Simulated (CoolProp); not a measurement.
Aqueous lithium chloride as a coolant, at 10 °C, 1 atm.

Values from CoolProp's Melinder's fits for secondary coolants.

```tsv
mass %	freezing point (°C)	viscosity (mPa s)	Prandtl number	density (kg/m³)	cp (kJ/(kg K))
3.7	-3.5	1.46	10.2	1021	3.984
6.2	-6.6	1.58	10.8	1036	…
8.8	…	1.73	11.4	1051	3.712
11.4	-14.8	…	…	1066	3.581
14	-21.0	2.10	13.2	1082	3.454
16.5	-29.0	2.32	14.2	1097	3.339
19.1	-39.7	2.58	15.4	…	3.231
21.7	-52.1	2.90	17.0	…	3.141
```

Problem. Some entries are withheld; supply them.

Solution. 
- 6.2, cp (kJ/(kg K)): 3.848
- 8.8, freezing point (°C): -10.3
- 11.4, viscosity (mPa s): 1.90
- 11.4, Prandtl number: 12.2
- 19.1, density (kg/m³): 1113
- 21.7, density (kg/m³): 1129
